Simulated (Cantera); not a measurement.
A Cantera script and its output.

```python
import numpy as np
import cantera as ct

gas = ct.Solution("gri30.yaml")
gas.TPX = 1500, 100000, {'NO': 1, 'N2': 0.21}
inlet = ct.Reservoir(gas, clone=True)

reactor = ct.IdealGasConstPressureReactor(gas, energy="off", clone=False)
exhaust = ct.Reservoir(gas, clone=True)
tau = [3.6, 1.3, 0.44, 0.16, 0.055, 0.019, 0.0068, 0.0024, 0.00084, 0.0003][0]
for a, b in ((inlet, reactor), (reactor, exhaust)):
    ct.MassFlowController(a, b, mdot=lambda t: reactor.mass / tau)
net = ct.ReactorNet([reactor])
show = ['NO', 'NO2', 'O', 'N2O', 'O2']

rows = []
print(f"{'tau/s':>10s}{'T/K':>9s}" + "".join(f"{s:>11s}" for s in show))
for tau in [3.6, 1.3, 0.44, 0.16, 0.055, 0.019, 0.0068, 0.0024, 0.00084, 0.0003]:
    net.initial_time = 0.0
    net.advance(30 * tau)
    before = gas.X
    net.advance(40 * tau)
    drift = np.max(np.abs(gas.X - before) / (gas.X + 1e-9))
    rows.append([gas.T, *gas[show].X, drift])
    print(f"{tau:10.3e}{gas.T:9.1f}" + "".join(f"{x:11.3e}" for x in gas[show].X))
```

It prints:

```
     tau/s      T/K         NO        NO2          O        N2O         O2
 3.600e+00   1500.0  7.848e-01  1.378e-03  6.474e-07  2.045e-04  1.965e-02
 1.300e+00   1500.0  8.102e-01  9.737e-04  4.552e-07  2.147e-04  7.265e-03
 4.400e-01   1500.0  8.207e-01  7.080e-04  3.383e-07  2.094e-04  2.269e-03
 1.600e-01   1500.0  8.242e-01  5.343e-04  2.662e-07  1.863e-04  6.398e-04
 5.500e-02   1500.0  8.256e-01  3.348e-04  1.850e-07  1.380e-04  1.085e-04
 1.900e-02   1500.0  8.262e-01  1.414e-04  1.023e-07  7.858e-05  9.221e-06
 6.800e-03   1500.0  8.263e-01  4.798e-05  5.852e-08  3.602e-05  6.654e-07
 2.400e-03   1500.0  8.264e-01  1.583e-05  4.207e-08  1.414e-05  5.951e-08
 8.400e-04   1500.0  8.264e-01  5.343e-06  3.627e-08  5.155e-06  7.090e-09
 3.000e-04   1500.0  8.264e-01  1.863e-06  3.397e-08  1.868e-06  1.162e-09
```

Computed with Cantera and GRI-Mech 3.0 (53 species, 325 reactions).
